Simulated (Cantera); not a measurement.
Transport properties of process gases

Gas mixture: O2 : N2O = 0.52 : 0.6 (molar parts), at 7500 Torr, frozen composition.

Cantera's kinetic-theory transport with the Lennard-Jones parameters of GRI-Mech 3.0, ideal gas; thermal conductivity in the mixture-averaged form. The composition is frozen, though it would react at the higher temperatures.

```tsv
T (K)	ρ (kg/m³)	cp (J/kg/K)	μ (µPa s)	λ (mW/m/K)	Pr	D (cm²/s) H	D (cm²/s) OH	D (cm²/s) O
400	11.6	959.1	21.8	29.1	0.720	0.187	0.0466	0.0476
500	9.25	1015	26.1	36.7	0.722	0.278	0.0686	0.0701
600	7.70	1063	30.0	44.0	0.724	0.383	0.0938	0.0958
700	6.60	1104	33.6	51.1	0.726	0.500	0.122	0.124
800	5.78	1139	37.0	57.8	0.728	0.628	0.153	0.156
900	5.14	1168	40.1	64.3	0.729	0.768	0.186	0.190
1000	4.62	1191	43.2	70.5	0.729	0.918	0.222	0.227
1100	4.20	1209	46.1	76.5	0.728	1.08	0.260	0.266
1200	3.85	1225	48.9	82.3	0.728	1.25	0.301	0.308
```
D: mixture-averaged diffusion coefficient of that species in the mixture.
